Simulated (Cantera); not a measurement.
Input: 1 mol Si, 0.015 mol H2O, 3.5 mol H2, 0.0013 mol O2, equilibrated at 11.0 Pa.

Equilibrium computed with Cantera from the NASA thermochemical tables; the gas is ideal and each condensed phase is pure. Candidate condensed phases: H2O, Si, SiO2; 18 gas species. Mutual solubility and eutectic melting of coexisting phases are not modelled. The tables hold silica as quartz up to 1696 K and as liquid above; real silica turns to tridymite and cristobalite and melts near 1996 K. Kinetics and transport are ignored.

**Question.** Which condensed phases are stable at each of these points (T (K)): 1148, 1198, 1248, 1298, 1348, 1398, 1448, 1498, 1548, 1598?

**Answer.** 
| T (K) | condensed phases | Si condensed (%) |
|---|---|---|
| 1148 | Si(s) + SiO2(β-quartz) | 99.6 |
| 1198 | Si(s) + SiO2(β-quartz) | 98.4 |
| 1248 | Si(s) | 98.2 |
| 1298 | Si(s) | 98.2 |
| 1348 | Si(s) | 98.2 |
| 1398 | Si(s) | 98.2 |
| 1448 | Si(s) | 98.2 |
| 1498 | Si(s) | 98.2 |
| 1548 | Si(s) | 98.1 |
| 1598 | Si(s) | 97.9 |

From 1148 K to 1198 K the condensed part is Si(s) + SiO2(β-quartz). From 1248 K to 1598 K the condensed part is Si(s).
